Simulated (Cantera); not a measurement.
A Cantera script and its output.

```python
import numpy as np
import cantera as ct

gas = ct.Solution("h2o2.yaml")
gas.TPX = 675, 710000, {'H2': 1, 'O2': 0.5, 'N2': 2.3}
flame = ct.FreeFlame(gas, width=0.01)
flame.set_refine_criteria(ratio=3, slope=0.08, curve=0.16)
flame.transport_model = "mixture-averaged"
flame.solve(loglevel=0, auto=True)
z, T = flame.grid, flame.T
thick = (T[-1] - T[0]) / np.gradient(T, z).max()
show = ['H2', 'O2', 'O', 'HO2', 'H', 'H2O']
print(f"laminar burning velocity  {flame.velocity[0] * 100:.3f} cm/s")
print(f"burnt temperature         {T[-1]:.1f} K")
print(f"thermal thickness         {thick * 1e3:.4f} mm")
print(f"grid points               {len(z)}")
z0 = z[flame.heat_release_rate.argmax()]
print(f"{'z/mm':>9s}{'T/K':>9s}{'u/(m/s)':>9s}" + "".join(f"{s:>11s}" for s in show))
rows = []
for k in (-3, -2, -1.5, -1, -0.5, -0.25, 0, 0.25, 0.5, 1, 2, 4, 8):
    zz = z0 + k * thick
    rows.append([k * thick, np.interp(zz, z, T), np.interp(zz, z, flame.velocity),
                 *(np.interp(zz, z, flame.X[gas.species_index(s)]) for s in show)])
    print(f"{rows[-1][0] * 1e3:9.3f}{rows[-1][1]:9.1f}{rows[-1][2]:9.3f}" + "".join(f"{x:11.3e}" for x in rows[-1][3:]))
```

Output:

```
laminar burning velocity  659.293 cm/s
burnt temperature         2495.6 K
thermal thickness         0.0429 mm
grid points               113
     z/mm      T/K  u/(m/s)         H2         O2          O        HO2          H        H2O
   -0.129    675.0    6.593  2.632e-01  1.316e-01  1.453e-13  1.786e-10  1.034e-14  1.977e-09
   -0.086    675.0    6.592  2.631e-01  1.316e-01  1.417e-11  6.570e-09  1.042e-12  5.713e-08
   -0.064    675.1    6.591  2.628e-01  1.316e-01  7.808e-10  1.678e-07  7.094e-11  1.060e-06
   -0.043    675.7    6.585  2.613e-01  1.319e-01  2.387e-08  2.993e-06  6.679e-09  1.461e-05
   -0.021    717.5    6.858  2.443e-01  1.335e-01  1.023e-05  5.074e-04  5.893e-05  2.453e-03
   -0.011    974.4    9.008  2.009e-01  1.261e-01  3.294e-04  8.027e-04  2.324e-03  2.972e-02
    0.000   1414.3   12.713  1.278e-01  9.183e-02  2.782e-03  3.994e-04  1.324e-02  1.055e-01
    0.011   1735.5   15.425  6.895e-02  5.013e-02  5.668e-03  1.826e-04  2.274e-02  1.806e-01
    0.021   1909.3   16.870  4.490e-02  2.982e-02  6.421e-03  9.282e-05  2.294e-02  2.154e-01
    0.043   2081.6   18.245  3.359e-02  1.913e-02  5.396e-03  4.595e-05  1.682e-02  2.366e-01
    0.086   2229.1   19.368  2.756e-02  1.444e-02  3.403e-03  2.470e-05  9.890e-03  2.511e-01
    0.171   2342.0   20.195  2.139e-02  1.092e-02  1.897e-03  1.281e-05  5.256e-03  2.639e-01
    0.343   2416.5   20.725  1.597e-02  8.340e-03  1.054e-03  6.831e-06  2.775e-03  2.737e-01
```

Computed with Cantera and the H2/O2 subset of GRI-Mech 3.0, which has no nitrogen chemistry. The hydrogen kinetics of GRI-Mech 3.0 are dated; newer H2 mechanisms differ, most at raised pressure. Burning velocities carry a grid error of a few per cent, more on coarse grids.
